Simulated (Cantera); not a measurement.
A diamond (100) surface in a fixed gas of H2 with x(CH4) = 0.002, x(H) = 0.0046, at 1150 K, 0.0290 bar; coverages are run to steady state.

Computed with Cantera and the Harris–Goodwin 1993 mechanism for the reconstructed diamond (100) surface.

One state of this run: growth (µm/h) = 0.0818; θ c6HH = 0.476; θ c6H* = 0.0330; θ c6*H = 0.467; θ c6** = 0.0232; θ c6HM = 0.000182. θ: site fractions in the mechanism's names (c6HH fully hydrogenated, c6H* and c6*H radical sites, c6** diradical, c6HM methylated).

### Question
Which value of x(CH3) does it belong to?
(A) 6.6e-05
(B) 0.0015
(C) 0.00054
(D) 8.1e-06

### Answer
D, 8.1e-06
